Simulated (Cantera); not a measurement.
A closed system holds: 1 mol B₂H₆, 14 mol NH₃, at 10.0 Torr.

These are equilibrium values from Cantera (NASA tables, ideal gas, pure condensed phases), not measurements of a reactor. Candidate condensed phases: B, BN; 15 gas species. The feed counts by its element totals alone. The numbers say what is thermodynamically allowed, not how fast it happens.

Question: Which condensed phases are stable at each of these points (T (°C)): 825, 925, 1025, 1125, 1225, 1325, 1425, 1525, 1625, 1725, 1825, 1925, 2025, 2125?

Answer: 
```
T (°C)  condensed phases  B condensed (%)
------  ----------------  ---------------
825                BN(s)            100.0
925                BN(s)            100.0
1025               BN(s)            100.0
1125               BN(s)            100.0
1225               BN(s)            100.0
1325               BN(s)            100.0
1425               BN(s)            100.0
1525               BN(s)            100.0
1625               BN(s)            100.0
1725               BN(s)             99.9
1825               BN(s)             99.6
1925               BN(s)             98.5
2025                B(s)             96.3
2125                B(l)             92.5
```

From 825 °C to 1925 °C the condensed part is BN(s). At 2025 °C the condensed part is B(s). At 2125 °C the condensed part is B(l).
